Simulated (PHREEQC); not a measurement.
A solution holds 0.098 mol HCl, 0.0039 mol Al2(SO4)3 and 0.0037 mol Fe2(SO4)3 per kg of water, at 25 °C. Closed to the air; pH follows from the charge balance.

Equilibrium calculation in PHREEQC: ion-association model, phreeqc.dat.

Precipitation was switched off in this run.

**Question.** Order these Al species by the share of Al that they hold, largest first: AlHSO4+2, AlSO4+, Al+3, Al(SO4)2-.

**Answer.** Al+3 (55 %), AlSO4+ (43 %), Al(SO4)2- (1.6 %), AlHSO4+2 (0.59 %)

The pH is 1.16 and the ionic strength 0.137 mol/kgw. The solution is supersaturated, for example in Hematite (slow to form), Goethite (slow to form), so a real one may precipitate; this is no full list.
